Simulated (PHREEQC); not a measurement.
0.012 g of hydrous ferric oxide (600 m²/g; 0.2 weak and 0.005 strong sites per Fe, Dzombak-Morel constants, diffuse double layer) in 1 kg of water with 0.001 mol/kgw of an inert sodium salt and 0.017 mmol/kgw NiCl2 and 0.064 mmol/kgw Na2SO4, at 25 °C; the pH is set by adding NaOH or the inert anion's acid. Oxygen alone is held at its pressure in air (log pO2 = -0.68). No CO2 enters from the air. Precipitation was switched off in this run.

Model: ion-association model, wateq4f.dat, run in PHREEQC.

```
pH   Ni sorbed (%)  S sorbed (%)  surface charge σ (C/m²)  surface potential ψ (mV)
---  -------------  ------------  -----------------------  ------------------------
3              0.0          19.9                    0.026                       115
3.5            0.0          20.0                    0.021                       114
4              0.0          19.3                    0.019                       112
4.5            0.0          17.7                    0.017                       109
5              0.1          14.8                    0.015                       103
5.5            0.4          11.1                    0.013                        96
6.5            3.9           3.7                    0.009                        76
7              8.0           1.4                    0.006                        62
7.5           21.4           0.4                    0.005                        49
8             42.6           0.2                    0.004                        41
8.5           60.8           0.1                    0.003                        35
9             71.9           0.0                    0.002                        29
```

Along this series the solution becomes supersaturated in solids that the run did not let form, among them Ni(OH)2. The oxide is taken as insoluble; below pH 4 it would dissolve.
